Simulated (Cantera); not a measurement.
Cantera run:

```python
import numpy as np
import cantera as ct

gas_names = """
    C CH CH2 CH3 CH2OH CH3O CH4 CH3OH CO CO2 COOH C2 C2H CHCO,ketyl C2H2,acetylene C2H2,vinylidene
    CH2CO,ketene C2H3,vinyl CH3CO,acetyl C2H4 C2H4O,ethylen CH3CHO,ethanal CH3COOH (HCOOH)2 C2H5 C2H6
    CH3OCH3 C2H5OH C2O C3 C3H3,propargyl C3H4,allene C3H4,propyne C3H4,cyclo- C3H5,allyl C3H6,propylene
    C3H6,cyclo- C3H6O C3H7,n-propyl C3H7,i-propyl C3H8 C3H8O,1propanol C3H8O,2propanol C3O2 C4 C4H2
    C4H4,1,3-cyclo- C4H6,butadiene C4H6,2-butyne C4H6,cyclo- C4H8,1-butene C4H8,cis2-buten
    C4H8,tr2-butene C4H8,isobutene C4H8,cyclo- (CH3COOH)2 C4H9,n-butyl C4H9,i-butyl C4H9,s-butyl
    C4H9,t-butyl C4H10,isobutane C4H10,n-butane C5 C5H6,1,3cyclo- C5H8,cyclo- C5H10,1-pentene
    C5H10,cyclo- C5H11,pentyl C5H11,t-pentyl C5H12,n-pentane C5H12,i-pentane CH3C(CH3)2CH3 C6H2
    C6H5,phenyl C6H5O,phenoxy C6H6 C6H5OH,phenol C6H10,cyclo- C6H12,1-hexene C6H12,cyclo- C6H13,n-hexyl
    C7H7,benzyl C7H8 C7H8O,cresol C7H14,1-heptene C7H15,n-heptyl C7H16,n-heptane C8H8,styrene
    C8H10,ethylbenz C8H16,1-octene C8H17,n-octyl C8H18,isooctane C8H18,n-octane C9H19,n-nonyl
    C10H8,naphthale C10H21,n-decyl C12H9,o-bipheny C12H10,bipheny H HCO HO2 H2 HCHO,formaldehy HCOOH H2O
    H2O2 O OH O2 O3 Si SiC SiC2 SiC4H12 SiH SiH2 SiH3 SiH4 SiO SiO2 Si2 Si2C Si3
""".split()
cond_names = """
    C(gr) C6H6(L) C7H8(L) C8H18(L),n-octa H2O(s) H2O(L) Si(cr) Si(L) SiC(b) SiO2(Lqz) SiO2(hqz) SiO2(L)
""".split()


def load(file, names, dense=False):
    # The tables refer to 1 bar. Condensed volumes are neglected.
    table = {s.name: s for s in ct.Species.list_from_file(file)}
    out = []
    for n in names:
        d = dict(table[n].input_data)
        d["thermo"] = dict(d["thermo"], **{"reference-pressure": 1e5})
        if dense:
            d["equation-of-state"] = {"model": "constant-volume", "density": "1e6 g/cm^3"}
        out.append(ct.Species.from_dict(d))
    return out


gas = ct.Solution(thermo="ideal-gas", species=load("nasa_gas.yaml", gas_names))
cond = {s.name: ct.Solution(thermo="fixed-stoichiometry", species=[s], name=s.name)
        for s in load("nasa_condensed.yaml", cond_names, dense=True)}
atoms = {
    'SiC': {'Si': 1, 'C': 1},
    'H2O': {'H': 2, 'O': 1},
    'H2': {'H': 2},
}
top_T = {'C(gr)': 4500, 'SiC(b)': 3050}  # K; cautious upper limits of use, not melting points


def equilibrate(T, P, feed):
    n = {}
    for name, mol in feed.items():
        for a, k in atoms[name].items():
            n[a] = n.get(a, 0.0) + k * mol
    gas.TPX = T, P, n
    mass = sum(n.values()) * gas.mean_molecular_weight
    gas.equilibrate("TP")
    valid = [c for c in cond.values() if c.min_temp <= T <= top_T.get(c.name, c.max_temp)]
    mix = ct.Mixture([(gas, mass / gas.mean_molecular_weight)] + [(c, 0.0) for c in valid])
    mix.T, mix.P = T, P
    mix.equilibrate("TP", solver="vcs", rtol=1e-11, max_steps=5000)
    return mix


results = []
feed = {'SiC': 1, 'H2O': 2.3, 'H2': 280}  # mol
T = 1400  # K
P = 0.81  # Pa
mix = equilibrate(T, P, feed)
results.append((T, P, feed, dict(zip(mix.species_names, mix.species_moles))))
print(gas.report(threshold=0.001))
for i in range(1, mix.n_phases):
    print(f"{mix.phase(i).name:16s} {mix.phase_moles(i):12.5e} mol")
```

Output:

```
       temperature   1400 K
          pressure   0.81 Pa
           density   1.5799e-07 kg/m^3
  mean mol. weight   2.2704 kg/kmol
   phase of matter   gas

                          1 kg             1 kmol
                     ---------------   ---------------
          enthalpy         1.432e+07        3.2511e+07  J
   internal energy        9.1926e+06         2.087e+07  J
           entropy        1.2125e+05        2.7529e+05  J/K
    Gibbs function       -1.5543e+08       -3.5289e+08  J
 heat capacity c_p             14083             31973  J/K
 heat capacity c_v             10421             23659  J/K

                      mass frac. Y      mole frac. X     chem. pot. / RT
                     ---------------   ---------------   ---------------
                CO          0.043337         0.0035127           -53.422
                 H        0.00075507         0.0017007           -15.069
                H2           0.87928           0.99022           -30.138
               H2O          0.008352         0.0010526           -65.375
               SiO           0.06824         0.0035144           -54.431
     [ +118 minor]        3.3704e-05        1.7595e-06

C(gr)             0.00000e+00 mol
Si(cr)            0.00000e+00 mol
SiC(b)            0.00000e+00 mol
SiO2(hqz)         0.00000e+00 mol
```

Cantera equilibrium calculation (NASA polynomials, part measured and part estimated; ideal gas, pure solids and liquids).
